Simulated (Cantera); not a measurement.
Charge: 1 mol CF4, 0.039 mol F2, equilibrated at 1927 °C and 0.133 bar.

These are equilibrium values from Cantera (NASA tables, ideal gas, pure condensed phases), not measurements of a reactor. Candidate condensed phases: C; 13 gas species. Gases not in the tables: C2F6 and larger saturated fluorocarbons. The numbers say what is thermodynamically allowed, not how fast it happens.

**Question.** What is the equilibrium state?

**Answer.** 
| Item | Result |
|---|---|
| x(CF4) | 0.888 |
| x(F) | 0.0967 |
| x(CF2) | 0.0109 |
| x(CF3) | 0.00436 |
| x(CF) | 7.86e-6 |
| x(F2) | 2.31e-6 |
| gas amount | 1.107 mol |
| log10 activity of C(graphite) (absent) | -2.14 |
